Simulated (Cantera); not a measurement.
A freely propagating, adiabatic, planar premixed flame of CH₄ : CO : O₂ : N₂ = 1 : 0.27 : 2.13 : 8.03 (molar parts), equivalence ratio 1.0, unburnt at 600 K and 1.00 bar; mixture-averaged transport, grid criteria slope 0.08 and curve 0.16, no radiation.

Computed with Cantera and GRI-Mech 3.0 (53 species, 325 reactions). Burning velocities carry a grid error of a few per cent, more on coarse grids.

What does this change do: O2 2.13 to 1.6 parts?


```json
[
 {"quantity": "laminar burning velocity", "before": "139 cm/s", "after": "58.2 cm/s"},
 {"quantity": "thermal thickness", "before": "0.323 mm", "after": "0.555 mm"},
 {"quantity": "peak x(CH₂)", "before": "5.95e-5", "after": "4.53e-5"},
 {"quantity": "peak x(C₂H)", "before": "2.83e-7", "after": "6.17e-7"},
 {"quantity": "peak x(HCN)", "before": "3.32e-6", "after": "2.34e-5"}
]
```

What does this change do: 0.29 parts H2O added?


```json
[
 {"quantity": "laminar burning velocity", "before": "139 cm/s", "after": "129 cm/s"},
 {"quantity": "thermal thickness", "before": "0.323 mm", "after": "0.342 mm"},
 {"quantity": "peak x(CH₂)", "before": "5.95e-5", "after": "5.51e-5"},
 {"quantity": "peak x(C₂H)", "before": "2.83e-7", "after": "2.44e-7"},
 {"quantity": "peak x(HCN)", "before": "3.32e-6", "after": "3.08e-6"}
]
```
